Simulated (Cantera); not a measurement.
## Ammonia decomposition in nitride growth gas

An isothermal, constant-pressure homogeneous reactor starts with 63.3 % NH3, 36.7 % H2, at 2350 K and 1300 Pa.

Cantera simulation using the gas-phase N/H chemistry of the illustrative SiF4/NH3 mechanism in the Surface Chemkin manual (1991); the numbers are that mechanism's predictions, not measurements. Walls and surfaces, which speed up NH3 decomposition in real reactors, are not modelled.

```csv
t (s),x NH3,x H2,x N,x N2H2,x N2,x NH2,x N2H4
8.00e-6,0.633,0.367,<1e-12,4.85e-11,<1e-12,2.65e-5,<1e-12
6.00e-5,0.633,0.367,6.47e-10,1.34e-8,2.92e-9,0.000222,2.61e-11
0.000450,0.631,0.367,6.02e-7,1.95e-6,1.78e-5,0.00162,1.44e-9
0.00337,0.606,0.383,9.98e-6,2.49e-5,0.00639,0.00429,1.01e-8
0.0253,0.438,0.499,1.14e-5,1.59e-5,0.0579,0.00338,6.26e-9
0.190,0.0675,0.756,1.27e-5,1.67e-6,0.172,0.000912,4.56e-10
1.42,1.07e-6,0.753,1.37e-6,1.14e-12,0.188,2.67e-7,<1e-12
10.7,4.25e-8,0.722,2.52e-7,<1e-12,0.185,1.77e-8,<1e-12
80.0,4.22e-8,0.722,2.50e-7,<1e-12,0.185,1.75e-8,<1e-12
```
x: mole fraction; the columns are a selection and need not sum to one.

Equilibrium at this temperature and pressure: NH3 4.22e-8, H2 0.722, N 2.50e-7, N2H2 <1e-12, N2 0.185, NH2 1.75e-8, N2H4 <1e-12 (gas phase only).
